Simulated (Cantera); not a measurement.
An isothermal, constant-pressure homogeneous reactor starts with C2H6 : N2 = 1 : 4 (molar parts), at 1450 K and 0.000660 bar. Integrator tolerance rtol = 1e-08.

Detailed kinetics in Cantera: GRI-Mech 3.0 (53 species, 325 reactions). GRI-Mech 3.0 stops at C3 and has no aromatics, soot or wall deposition, so with more carbon than oxygen in the feed, carbon stays in small species such as C2H2 where larger ones or solid carbon would form. Radical loss at walls, strong at low pressure, is not modelled.

What does this change do: N2 4 to 0.84 parts?


| quantity | before | after |
|---|---|---|
| x(C2H6) at 70.0 s | 3.20e-6 (gas-phase equilibrium 1.96e-11) | 8.41e-6 (gas-phase equilibrium 1.53e-10) |
| x(H2) at 70.0 s | 0.224 (gas-phase equilibrium 0.286) | 0.422 (gas-phase equilibrium 0.520) |
| x(CH2) at 70.0 s | 4.81e-8 (gas-phase equilibrium 3.38e-10) | 5.91e-8 (gas-phase equilibrium 7.00e-10) |
| x(C2H4) at 70.0 s | 0.000331 (gas-phase equilibrium 8.14e-6) | 0.000707 (gas-phase equilibrium 3.49e-5) |
| x(CH4) at 70.0 s | 0.0503 (gas-phase equilibrium 4.50e-5) | 0.100 (gas-phase equilibrium 0.000170) |

What does this change do: temperature 1450 to 1550 K?


| quantity | before | after |
|---|---|---|
| x(C2H6) at 70.0 s | 3.20e-6 (gas-phase equilibrium 1.96e-11) | 4.04e-7 (gas-phase equilibrium 3.23e-12) |
| x(H2) at 70.0 s | 0.224 (gas-phase equilibrium 0.286) | 0.271 (gas-phase equilibrium 0.285) |
| x(CH2) at 70.0 s | 4.81e-8 (gas-phase equilibrium 3.38e-10) | 1.65e-7 (gas-phase equilibrium 1.43e-9) |
| x(C2H4) at 70.0 s | 0.000331 (gas-phase equilibrium 8.14e-6) | 4.76e-5 (gas-phase equilibrium 2.87e-6) |
| x(CH4) at 70.0 s | 0.0503 (gas-phase equilibrium 4.50e-5) | 0.0121 (gas-phase equilibrium 1.50e-5) |

What does this change do: pressure from 0.000660 bar to 0.00140 bar?


| quantity | before | after |
|---|---|---|
| x(C2H6) at 70.0 s | 3.20e-6 (gas-phase equilibrium 1.96e-11) | 2.84e-6 (gas-phase equilibrium 8.83e-11) |
| x(H2) at 70.0 s | 0.224 (gas-phase equilibrium 0.286) | 0.233 (gas-phase equilibrium 0.285) |
| x(CH2) at 70.0 s | 4.81e-8 (gas-phase equilibrium 3.38e-10) | 2.97e-8 (gas-phase equilibrium 3.38e-10) |
| x(C2H4) at 70.0 s | 0.000331 (gas-phase equilibrium 8.14e-6) | 0.000221 (gas-phase equilibrium 1.73e-5) |
| x(CH4) at 70.0 s | 0.0503 (gas-phase equilibrium 4.50e-5) | 0.0430 (gas-phase equilibrium 9.55e-5) |
